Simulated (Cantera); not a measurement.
Feed: 1 mol borazine, 2.1 mol NH₃, 0.4 mol N₂, held at 2027 °C and 100000 Pa.

Method: chemical equilibrium by Gibbs-energy minimisation in Cantera with the NASA 1993 tables (ideal gas, pure condensed phases). Candidate condensed phases: B, BN; 15 gas species. The feed counts by its element totals alone. The tables' values for BH₂ are old estimates; treat these amounts as uncertain. Equilibrium is a limit: real reactors are often held back by kinetics, nucleation or transport.

Base state: H₂ 0.801, N₂ 0.190, H 0.00866, BH₂ 0.000290 (mole fractions); condensed: BN(s).

**Question.** What changes in the equilibrium state with this change: 0.16 mol H₂O added?

**Answer.** 
```csv
species,before,after
H₂,0.801,0.780
N₂,0.190,0.192
HBO,0,0.0163
BO,0,0.00201
B₂O₂,0,0.000631
"BN(s), mol",3.00,2.84
```
Further candidate phases: B₂O₃, B₃O₃H₃, H₂O.
